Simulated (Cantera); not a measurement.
What does this Cantera script print?

```python
import numpy as np
import cantera as ct

gas_names = [...]  # 136 gases of nasa_gas.yaml made of C, H, N, O
cond_names = """
    C(gr) C6H6(L) C7H8(L) C8H18(L),n-octa H2O(s) H2O(L)
""".split()


# ... load() reads the species with a 1 bar reference pressure and builds the phases ...
atoms = {
    'C6H6': {'C': 6, 'H': 6},
    'O2': {'O': 2},
    'N2': {'N': 2},
}
top_T = {'C(gr)': 4500}  # K; cautious upper limits of use, not melting points


# ... equilibrate(T, P, feed) seeds the gas with the atoms and calls Mixture.equilibrate('TP', solver="vcs", rtol=1e-11, max_steps=5000) ...
results = []
feed = {'C6H6': 1, 'O2': 0.06, 'N2': 7.5}  # mol
P = 760000  # Pa
for T in [1448, 1523, 1598, 1673, 1748, 1823, 1898, 1973, 2048, 2123, 2198, 2273, 2348, 2423]:
    mix = equilibrate(T, P, feed)
    results.append((T, P, feed, dict(zip(mix.species_names, mix.species_moles))))

top = {s: max(r[3][s] / sum(r[3][g] for g in gas_names) for r in results) for s in gas_names}
cols = sorted((s for s in top if top[s] > 1e-05), key=lambda s: -top[s])[:7]
seen = [c for c in cond_names if any(r[3].get(c, 0) > 1e-12 for r in results)]
print("log10 of partial pressures in bar; condensed amounts in mol")
print(f"{'T/K':>10s}" + "".join(f"{s[:9]:>10s}" for s in cols + seen))
for T, P, feed, n in results:
    ng = sum(n[g] for g in gas_names)
    print(f"{T:10.4g}" + "".join(f"{np.log10(max(n[s] / ng * P / 1e5, 1e-99)):10.3f}" for s in cols)
          + "".join(f"{n.get(c, 0):10.4g}" for c in seen))
```

Result:

```
log10 of partial pressures in bar; condensed amounts in mol
       T/K        N2        H2       HCN        CO         H       HNC C2H2,acet     C(gr)
      1448     0.731     0.326    -2.613    -1.068    -4.872    -4.461    -4.997     5.856
      1523     0.730     0.328    -2.378    -1.067    -4.472    -4.118    -4.600      5.86
      1598     0.730     0.328    -2.165    -1.067    -4.110    -3.808    -4.241      5.86
      1673     0.730     0.329    -1.972    -1.066    -3.779    -3.526    -3.916     5.857
      1748     0.729     0.329    -1.796    -1.066    -3.477    -3.269    -3.619      5.85
      1823     0.729     0.328    -1.635    -1.066    -3.199    -3.034    -3.347     5.841
      1898     0.728     0.327    -1.487    -1.066    -2.943    -2.818    -3.097     5.827
      1973     0.728     0.326    -1.351    -1.066    -2.707    -2.618    -2.868     5.808
      2048     0.727     0.324    -1.226    -1.066    -2.488    -2.434    -2.656     5.783
      2123     0.726     0.321    -1.110    -1.066    -2.285    -2.264    -2.460     5.752
      2198     0.725     0.318    -1.002    -1.066    -2.095    -2.106    -2.278     5.713
      2273     0.724     0.314    -0.902    -1.066    -1.919    -1.959    -2.110     5.666
      2348     0.722     0.309    -0.810    -1.067    -1.754    -1.823    -1.953     5.609
      2423     0.721     0.303    -0.724    -1.067    -1.600    -1.696    -1.808     5.542
```

Cantera equilibrium calculation (NASA polynomials, part measured and part estimated; ideal gas, pure solids and liquids).
